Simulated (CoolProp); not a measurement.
A simple Rankine cycle with ethylbenzene: condensing at 325.15 K, boiler at 0.338 MPa, turbine inlet 610.7 K, turbine efficiency 0.6, pump efficiency 0.8, no recuperator. Each further row changes one setting.

Model: reference Helmholtz-energy equation of state, Zhou 2012, in CoolProp.

| case | thermal efficiency (%) | net work (kJ/kg) | heat in (kJ/kg) | turbine exit temperature (K) | volume ratio over the turbine |
|---|---|---|---|---|---|
| as stated | 12.2 | 110 | 898 | 557.8 | 62.0 |
| condensing temperature 317.15 K | 13.0 | 119 | 912 | 553.4 | 90.3 |
| boiler pressure 0.237 MPa | 11.3 | 101 | 900 | 562.6 | 43.4 |
| turbine efficiency 0.5 | 10.2 | 91.3 | 898 | 566.4 | 63.0 |
